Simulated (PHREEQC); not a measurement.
## Metal-bearing waste water (model solution)

Dissolve 0.0073 mol/kgw Al2(SO4)3, 0.0017 mol/kgw CuCl2, 0.0022 mol/kgw H2SO4 and 0.0013 mol/kgw NaCl at 30 °C. Closed to the air; pH follows from the charge balance.

Model: ion-association model, phreeqc.dat, run in PHREEQC.

Precipitation was switched off in this run.

Problem. Estimate the pH, ionic strength.

Solution. pH 2.59; ionic strength 0.0420 mol/kgw.

Problem. In which forms is Na present?

Solution. Na+ 98 %, NaSO4- 2.1 % of the Na.
